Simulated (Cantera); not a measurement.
An adiabatic, constant-volume homogeneous reactor starts with C3H8 : O2 : N2 = 1 : 2.94 : 11.1 (molar parts), equivalence ratio 1.7, at 1050 K and 1.01 bar. Integrator tolerance rtol = 1e-08.

Computed with Cantera and GRI-Mech 3.0 (53 species, 325 reactions). GRI-Mech 3.0 was tuned for natural gas; its chemistry of propane as a main component is partial and can be far from experiment.

### Question
What does this change do: C3H8 1 to 0.8 parts?

### Answer
```
quantity                                                              before                                    after
---------------------------------  -----------------------------------------  ---------------------------------------
time of steepest temperature rise                                    0.174 s                                  0.174 s
temperature at 7.00 s                                                 2721 K                                   2845 K
equilibrium temperature                                               2721 K                                   2845 K
x(C3H8) at 7.00 s                      <1e-12 (gas-phase equilibrium <1e-12)    <1e-12 (gas-phase equilibrium <1e-12)
x(O2) at 7.00 s                    0.000161 (gas-phase equilibrium 0.000161)  0.00250 (gas-phase equilibrium 0.00250)
x(CH2) at 7.00 s                   4.45e-12 (gas-phase equilibrium 4.76e-12)  <1e-12 (gas-phase equilibrium 1.01e-12)
x(O) at 7.00 s                     0.000282 (gas-phase equilibrium 0.000282)  0.00184 (gas-phase equilibrium 0.00184)
x(HO2) at 7.00 s                     1.66e-7 (gas-phase equilibrium 1.66e-7)  1.77e-6 (gas-phase equilibrium 1.77e-6)
x(C2H4) at 7.00 s                      <1e-12 (gas-phase equilibrium <1e-12)    <1e-12 (gas-phase equilibrium <1e-12)
x(C2H) at 7.00 s                       <1e-12 (gas-phase equilibrium <1e-12)    <1e-12 (gas-phase equilibrium <1e-12)
```

### Question
What does this change do: C3H8 1 to 0.39 parts?

### Answer
```
quantity                                                              before                                    after
---------------------------------  -----------------------------------------  ---------------------------------------
time of steepest temperature rise                                    0.174 s                                  0.164 s
temperature at 7.00 s                                                 2721 K                                   2582 K
equilibrium temperature                                               2721 K                                   2582 K
x(C3H8) at 7.00 s                      <1e-12 (gas-phase equilibrium <1e-12)    <1e-12 (gas-phase equilibrium <1e-12)
x(O2) at 7.00 s                    0.000161 (gas-phase equilibrium 0.000161)    0.0610 (gas-phase equilibrium 0.0610)
x(CH2) at 7.00 s                   4.45e-12 (gas-phase equilibrium 4.76e-12)    <1e-12 (gas-phase equilibrium <1e-12)
x(O) at 7.00 s                     0.000282 (gas-phase equilibrium 0.000282)  0.00331 (gas-phase equilibrium 0.00331)
x(HO2) at 7.00 s                     1.66e-7 (gas-phase equilibrium 1.66e-7)  8.65e-6 (gas-phase equilibrium 8.65e-6)
x(C2H4) at 7.00 s                      <1e-12 (gas-phase equilibrium <1e-12)    <1e-12 (gas-phase equilibrium <1e-12)
x(C2H) at 7.00 s                       <1e-12 (gas-phase equilibrium <1e-12)    <1e-12 (gas-phase equilibrium <1e-12)
```
